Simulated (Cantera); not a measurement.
Mixture: 9.51 % CH4, 19.0 % O2, 71.5 % N2, equivalence ratio 1.0, at 760 Torr, adiabatic and at constant volume. Ignition delay is the time to a rise of 400 K.

Cantera simulation using GRI-Mech 3.0 (53 species, 325 reactions); the numbers are that mechanism's predictions, not measurements.

### Question
Predict: delay at 1000 K; delay at 1075 K; delay at 1150 K; delay at 1225 K; delay at 1300 K; delay at 1375 K; apparent activation energy between 1225 and 1375 K.

### Answer
```
Quantity                                                 Value
--------------------------------------------------  ----------
delay at 1000 K                                         1.07 s
delay at 1075 K                                        0.297 s
delay at 1150 K                                        90.8 ms
delay at 1225 K                                        30.4 ms
delay at 1300 K                                        11.0 ms
delay at 1375 K                                        4.34 ms
apparent activation energy between 1225 and 1375 K  180 kJ/mol
```
